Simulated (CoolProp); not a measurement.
The numbers come from the reference Helmholtz-energy equation of state, Schmidt 1985 in CoolProp.

Problem. Give the vapour pressure (kPa), liquid viscosity (µPa s), vapour viscosity (µPa s), liquid conductivity (mW/(m K)) of saturated oxygen at -201.95, -156.85 °C.

Solution. 
```csv
T (°C),p (kPa),liquid viscosity (µPa s),vapour viscosity (µPa s),liquid conductivity (mW/(m K))
-201.95,7.76,355,5.45,178
-156.85,819,106,9.09,113
```

Viscosity comes from a separate model (Lemmon 2004). Thermal conductivity comes from a separate model (Lemmon 2004).
